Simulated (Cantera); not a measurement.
A Cantera script and what it prints.

```python
import numpy as np
import cantera as ct

gas_names = """
    Fe H H2 N NH NH2 NH3 N2 N2H2 N2H4
""".split()
cond_names = """
    Fe(a) Fe(c) Fe(d) Fe(L)
""".split()


def load(file, names, dense=False):
    # The tables refer to 1 bar. Condensed volumes are neglected.
    table = {s.name: s for s in ct.Species.list_from_file(file)}
    out = []
    for n in names:
        d = dict(table[n].input_data)
        d["thermo"] = dict(d["thermo"], **{"reference-pressure": 1e5})
        if dense:
            d["equation-of-state"] = {"model": "constant-volume", "density": "1e6 g/cm^3"}
        out.append(ct.Species.from_dict(d))
    return out


gas = ct.Solution(thermo="ideal-gas", species=load("nasa_gas.yaml", gas_names))
cond = {s.name: ct.Solution(thermo="fixed-stoichiometry", species=[s], name=s.name)
        for s in load("nasa_condensed.yaml", cond_names, dense=True)}
atoms = {
    'Fe': {'Fe': 1},
    'NH3': {'N': 1, 'H': 3},
    'N2': {'N': 2},
}
top_T = {}  # K; cautious upper limits of use, not melting points


def equilibrate(T, P, feed):
    n = {}
    for name, mol in feed.items():
        for a, k in atoms[name].items():
            n[a] = n.get(a, 0.0) + k * mol
    gas.TPX = T, P, n
    mass = sum(n.values()) * gas.mean_molecular_weight
    gas.equilibrate("TP")
    valid = [c for c in cond.values() if c.min_temp <= T <= top_T.get(c.name, c.max_temp)]
    mix = ct.Mixture([(gas, mass / gas.mean_molecular_weight)] + [(c, 0.0) for c in valid])
    mix.T, mix.P = T, P
    mix.equilibrate("TP", solver="vcs", rtol=1e-11, max_steps=5000)
    return mix


results = []
feed = {'Fe': 1, 'NH3': 2.7, 'N2': 67}  # mol
P = 30000  # Pa
for T in [600, 750, 900, 1050, 1200, 1350, 1500, 1650, 1800]:
    mix = equilibrate(T, P, feed)
    results.append((T, P, feed, dict(zip(mix.species_names, mix.species_moles))))
    x = sorted(zip(gas.X, gas.species_names), reverse=True)
    print(f"T = {T:g} K  P = {P:g} Pa  gas = {mix.phase_moles(0):.4g} mol")
    print("   x: " + "  ".join(f"{s} {v:.3e}" for v, s in x if v > 0.0001))
    print("   condensed (mol): " + ("  ".join(f"{mix.phase(i).name} {mix.phase_moles(i):.4g}"
          for i in range(1, mix.n_phases) if mix.phase_moles(i) > 1e-12) or "none"))
```

Result:

```
T = 600 K  P = 30000 Pa  gas = 72.39 mol
   x: N2 9.441e-01  H2 5.571e-02  NH3 1.595e-04
   condensed (mol): Fe(a) 1
T = 750 K  P = 30000 Pa  gas = 72.4 mol
   x: N2 9.441e-01  H2 5.591e-02
   condensed (mol): Fe(a) 1
T = 900 K  P = 30000 Pa  gas = 72.4 mol
   x: N2 9.441e-01  H2 5.593e-02
   condensed (mol): Fe(a) 1
T = 1050 K  P = 30000 Pa  gas = 72.4 mol
   x: N2 9.441e-01  H2 5.594e-02
   condensed (mol): Fe(a) 1
T = 1200 K  P = 30000 Pa  gas = 72.4 mol
   x: N2 9.441e-01  H2 5.594e-02
   condensed (mol): Fe(c) 1
T = 1350 K  P = 30000 Pa  gas = 72.4 mol
   x: N2 9.441e-01  H2 5.594e-02
   condensed (mol): Fe(c) 1
T = 1500 K  P = 30000 Pa  gas = 72.4 mol
   x: N2 9.441e-01  H2 5.593e-02
   condensed (mol): Fe(c) 1
T = 1650 K  P = 30000 Pa  gas = 72.4 mol
   x: N2 9.440e-01  H2 5.592e-02
   condensed (mol): Fe(c) 0.9993
T = 1800 K  P = 30000 Pa  gas = 72.41 mol
   x: N2 9.439e-01  H2 5.585e-02  H 1.545e-04
   condensed (mol): Fe(d) 0.9929
```

Equilibrium computed with Cantera from the NASA thermochemical tables; the gas is ideal and each condensed phase is pure.
